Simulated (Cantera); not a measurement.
Input: 1 mol SiH4, 0.11 mol C2H4, 180 mol H2, at 10000 Pa.

Equilibrium computed with Cantera from the NASA thermochemical tables; the gas is ideal and each condensed phase is pure. Candidate condensed phases: C, C6H6, C7H8, C8H18, Si, SiC; 87 gas species. Mutual solubility and eutectic melting of coexisting phases are not modelled. Gases not in the tables: Si2H6 and higher silanes. Equilibrium is a limit: real reactors are often held back by kinetics, nucleation or transport.

Question: Which condensed phases are stable at each of these points (T (K)): 925, 1025, 1125, 1225, 1325, 1425, 1525, 1625, 1725, 1825, 1925?

Answer: 
```
T (K)  condensed phases  Si condensed (%)
-----  ----------------  ----------------
925      Si(s) + SiC(s)             100.0
1025     Si(s) + SiC(s)             100.0
1125     Si(s) + SiC(s)             100.0
1225     Si(s) + SiC(s)             100.0
1325     Si(s) + SiC(s)             100.0
1425     Si(s) + SiC(s)             100.0
1525     Si(s) + SiC(s)             100.0
1625     Si(s) + SiC(s)              99.8
1725     Si(l) + SiC(s)              99.4
1825     Si(l) + SiC(s)              98.2
1925     Si(l) + SiC(s)              94.6
```

From 925 K to 1625 K the condensed part is Si(s) + SiC(s). From 1725 K to 1925 K the condensed part is Si(l) + SiC(s).
